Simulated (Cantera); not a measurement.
A Cantera script and what it prints.

```python
import numpy as np
import cantera as ct

gas_names = [...]  # 109 gases of nasa_gas.yaml made of C, Cl, H, Si
cond_names = """
    C(gr) C6H6(L) C7H8(L) C8H18(L),n-octa Si(cr) Si(L) SiC(b)
""".split()


# ... load() reads the species with a 1 bar reference pressure and builds the phases ...
atoms = {
    'SiHCl3': {'Si': 1, 'H': 1, 'CL': 3},
    'C2H2': {'C': 2, 'H': 2},
    'H2': {'H': 2},
}
top_T = {'C(gr)': 4500, 'SiC(b)': 3050}  # K; cautious upper limits of use, not melting points


# ... equilibrate(T, P, feed) seeds the gas with the atoms and calls Mixture.equilibrate('TP', solver="vcs", rtol=1e-11, max_steps=5000) ...
results = []
feed = {'SiHCl3': 1, 'C2H2': 0.27, 'H2': 6.4}  # mol
T = 1050  # K
for P in [100, 320, 1000, 3200, 10000, 32000, 100000]:
    mix = equilibrate(T, P, feed)
    results.append((T, P, feed, dict(zip(mix.species_names, mix.species_moles))))

top = {s: max(r[3][s] / sum(r[3][g] for g in gas_names) for r in results) for s in gas_names}
cols = sorted((s for s in top if top[s] > 1e-05), key=lambda s: -top[s])[:9]
seen = [c for c in cond_names if any(r[3].get(c, 0) > 1e-12 for r in results)]
print("log10 of partial pressures in bar; condensed amounts in mol")
print(f"{'P/Pa':>10s}" + "".join(f"{s[:9]:>10s}" for s in cols + seen))
for T, P, feed, n in results:
    ng = sum(n[g] for g in gas_names)
    print(f"{P:10.4g}" + "".join(f"{np.log10(max(n[s] / ng * P / 1e5, 1e-99)):10.3f}" for s in cols)
          + "".join(f"{n.get(c, 0):10.4g}" for c in seen))
```

Output:

```
log10 of partial pressures in bar; condensed amounts in mol
      P/Pa        H2       HCL     SiCL4       CH4    SiHCL3     SiCL2     SiCL3   SiH2CL2    SiC(b)
       100    -3.101    -3.817    -4.327    -9.441    -5.596    -5.492    -5.539    -7.807      0.54
       320    -2.594    -3.325    -3.794    -8.006    -5.047    -5.436    -5.244    -7.243      0.54
      1000    -2.098    -2.836    -3.287    -6.558    -4.533    -5.410    -4.978    -6.722    0.5398
      3200    -1.592    -2.336    -2.774    -5.071    -4.014    -5.392    -4.712    -6.197    0.5378
     1e+04    -1.096    -1.862    -2.263    -3.686    -3.481    -5.332    -4.427    -5.641    0.5231
   3.2e+04    -0.585    -1.440    -1.710    -2.550    -2.839    -5.113    -4.040    -4.912     0.469
     1e+05    -0.084    -1.098    -1.161    -1.730    -2.131    -4.747    -3.583    -4.044    0.3925
```

Cantera equilibrium calculation (NASA polynomials, part measured and part estimated; ideal gas, pure solids and liquids). The tables' values for SiCl3 are old estimates; treat these amounts as uncertain.
